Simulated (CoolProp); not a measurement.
Normal hydrogen along the isobar 9.83 bar: density (kg/m³) from the reference equation and from simpler models built on Tc = 33.1 K, pc = 12.96 bar, ω = -0.219; each cubic takes its own stable root.

Model: reference Helmholtz-energy equation of state, Leachman 2009, in CoolProp.

```json
[
 {"T (K)": "22.5", "phase": "liquid", "reference": "69.54"},
 {"T (K)": "29.2", "phase": "liquid", "reference": "58.08"},
 {"T (K)": "35.9", "phase": "gas", "reference": "8.700"},
 {"T (K)": "42.6", "phase": "gas", "reference": "6.456"},
 {"T (K)": "49.3", "phase": "gas", "reference": "5.274"},
 {"T (K)": "56.1", "phase": "gas", "reference": "4.492"},
 {"T (K)": "62.8", "phase": "gas", "reference": "3.938"},
 {"T (K)": "69.5", "phase": "gas", "reference": "3.515"},
 {"T (K)": "76.2", "phase": "gas", "reference": "3.179"},
 {"T (K)": "82.9", "phase": "gas", "reference": "2.905"},
 {"T (K)": "89.6", "phase": "gas", "reference": "2.676"},
 {"T (K)": "96.3", "phase": "gas", "reference": "2.482"},
 {"T (K)": "103.1", "phase": "gas", "reference": "2.313"},
 {"T (K)": "109.8", "phase": "gas", "reference": "2.168"},
 {"T (K)": "116.5", "phase": "gas", "reference": "2.041"},
 {"T (K)": "123.2", "phase": "gas", "reference": "1.928"}
]
```

How far does each simpler model (Redlich-Kwong, Soave-Redlich-Kwong, Peng-Robinson) lie from the reference over these 16 states: mean and median of the absolute difference, and the worst?


- Redlich-Kwong: mean 1.9 %, median 0.6 %, worst +16.9 % at 22.5 K and 9.83 bar
- Soave-Redlich-Kwong: mean 1.3 %, median 0.8 %, worst +8.9 % at 22.5 K and 9.83 bar
- Peng-Robinson: mean 4.1 %, median 2.2 %, worst +22.5 % at 22.5 K and 9.83 bar
